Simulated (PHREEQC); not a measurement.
A made-up water analysis in mg/L, 20 °C, pH 8.14, pe 9.1: Na 31.5; K 46.4; Ca 17; Mg 0.398; Cl 43.1; S(6) as SO4 24.5; Alkalinity as HCO3 106; Si as SiO2 0.0398; B 0.286; Br 0.715; Li 0.434.

Valence states are taken as typed.

Model: ion-association model, wateq4f.dat, run in PHREEQC.

| Quantity | Result |
|---|---|
| ionic strength | 0.00412 mol/kgw |
| charge-balance error | 0.4 % |

| species | molality | activity | log γ |
|---|---|---|---|
| HCO3- | 0.00169 | 0.00158 | -0.029 |
| Na+ | 0.00137 | 0.00128 | -0.030 |
| Cl- | 0.00122 | 0.00113 | -0.030 |
| K+ | 0.00119 | 0.00111 | -0.030 |
| Ca+2 | 0.000403 | 0.000308 | -0.117 |
| SO4-2 | 0.000241 | 0.000184 | -0.118 |
| Li+ | 6.25e-5 | 5.85e-5 | -0.029 |

This is a speciation only: nothing precipitates in the calculation.
